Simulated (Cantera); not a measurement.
Input (Python, Cantera) and output of one run.

```python
import numpy as np
import cantera as ct

gas_names = """
    PH3 H P2 P4 OH O N NO
""".split()
cond_names = """
    P4O10(s)
""".split()


def load(file, names, dense=False):
    # The tables refer to 1 bar. Condensed volumes are neglected.
    table = {s.name: s for s in ct.Species.list_from_file(file)}
    out = []
    for n in names:
        d = dict(table[n].input_data)
        d["thermo"] = dict(d["thermo"], **{"reference-pressure": 1e5})
        if dense:
            d["equation-of-state"] = {"model": "constant-volume", "density": "1e6 g/cm^3"}
        out.append(ct.Species.from_dict(d))
    return out


species = {s.name: s for s in load("nasa_gas.yaml", gas_names) + load("nasa_condensed.yaml", cond_names)}
# Each term lists the table entries of one substance; the one whose range holds T is used.
reactions = {
    '2 PH3(g) = 6 H(g) + P2(g)':
        [(-2, ['PH3']), (6, ['H']), (1, ['P2'])],
    'P4(g) + 12 OH(g) = 12 O(g) + 4 PH3(g)':
        [(-1, ['P4']), (-12, ['OH']), (12, ['O']), (4, ['PH3'])],
    '10 N(g) + P4O10 = 10 NO(g) + P4(g)':
        [(-10, ['N']), (-1, ['P4O10(s)']), (10, ['NO']), (1, ['P4'])],
}


def pick(names, T):
    return next(species[n] for n in names if species[n].thermo.min_temp <= T <= species[n].thermo.max_temp)


results = []
for label, terms in reactions.items():
    print(label)
    print("     T/K   dH/kJ  dS/(J/K)   dG/kJ   log10 K")
    for T in [300, 498, 523, 548, 573, 598, 623, 648, 673]:
        used = [(nu, pick(names, T)) for nu, names in terms]
        dH = sum(nu * s.thermo.h(T) for nu, s in used) / 1e6
        dS = sum(nu * s.thermo.s(T) for nu, s in used) / 1e3
        dG = dH - T * dS / 1e3
        logK = -dG * 1e6 / (ct.gas_constant * T * np.log(10))
        results.append((label, T, dH, dS, dG, logK, [s.name for _, s in used]))
        print(f"{T:8g} {dH:8.1f} {dS:8.1f} {dG:8.1f} {logK:8.2f}")
```

Output:

```
2 PH3(g) = 6 H(g) + P2(g)
     T/K   dH/kJ  dS/(J/K)   dG/kJ   log10 K
     300   1440.9    486.4   1295.0  -225.48
     498   1455.7    524.6   1194.5  -125.29
     523   1457.4    527.8   1181.3  -117.98
     548   1459.0    530.8   1168.1  -111.34
     573   1460.5    533.5   1154.8  -105.27
     598   1462.0    536.1   1141.4   -99.70
     623   1463.4    538.4   1128.0   -94.57
     648   1464.8    540.6   1114.5   -89.84
     673   1466.2    542.7   1101.0   -85.45
P4(g) + 12 OH(g) = 12 O(g) + 4 PH3(g)
     T/K   dH/kJ  dS/(J/K)   dG/kJ   log10 K
     300   2480.7    288.9   2394.0  -416.82
     498   2480.1    286.9   2337.2  -245.14
     523   2480.4    287.5   2330.0  -232.71
     548   2480.8    288.2   2322.8  -221.41
     573   2481.3    289.1   2315.6  -211.09
     598   2481.8    290.0   2308.4  -201.63
     623   2482.5    291.1   2301.1  -192.93
     648   2483.2    292.2   2293.8  -184.90
     673   2484.0    293.4   2286.5  -177.46
10 N(g) + P4O10 = 10 NO(g) + P4(g)
     T/K   dH/kJ  dS/(J/K)   dG/kJ   log10 K
     300   -745.3    625.4   -932.9   162.42
     498   -763.7    579.6  -1052.4   110.38
     523   -767.0    573.3  -1066.8   106.54
     548   -770.4    566.9  -1081.0   103.04
     573   -774.0    560.5  -1095.1    99.83
     598   -777.7    554.1  -1109.1    96.87
     623   -781.6    547.8  -1122.8    94.14
     648   -785.6    541.4  -1136.5    91.61
     673   -789.8    535.1  -1149.9    89.25
```

Cantera with NASA thermochemical tables; ideal gases at 1 bar, condensed phases pure. Condensed species are held in their standard states even where they would react or evaporate.
